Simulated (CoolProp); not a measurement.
500 sccm (0 °C, 1 atm) of nitrogen bubbles through liquid n-octane at 311.9 K and leaves saturated at a total pressure of 0.114 MPa (ideal gas phase). Each further row changes one setting.

Model: reference Helmholtz-energy equation of state, Beckmüller 2019, in CoolProp.

```csv
case,vapour pressure (kPa),mole fraction of vapour,delivery (mg/min),delivery (sccm),change of delivery for a bath 1 K warmer (%)
as stated,3.90,0.0342,90.3,17.7,5.3
bath temperature 316.9 K,(withheld),0.0438,117,22.9,5.2
total pressure 0.228 MPa,3.90,(withheld),44.4,(withheld),5.2
```

Task: What belongs in the gaps?

Result: 
- bath temperature 316.9 K, vapour pressure (kPa): 5.00
- total pressure 0.228 MPa, mole fraction of vapour: 0.0171
- total pressure 0.228 MPa, delivery (sccm): 8.70
